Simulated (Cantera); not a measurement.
Input: 1 mol HCl, 1.3 mol H2, 0.2 mol O2, equilibrated at 1723.15 K and 0.100 bar.

Cantera equilibrium calculation (NASA polynomials, part measured and part estimated; ideal gas, pure solids and liquids). Candidate condensed phases: H2O; 14 gas species. Kinetics and transport are ignored.

**Question.** What is the equilibrium state?

**Answer.** 
| Item | Result |
|---|---|
| x(HCl) | 0.434 |
| x(H2) | 0.391 |
| x(H2O) | 0.174 |
| x(H) | 0.000361 |
| x(Cl) | 0.000311 |
| x(OH) | 8.80e-6 |
| gas amount | 2.301 mol |
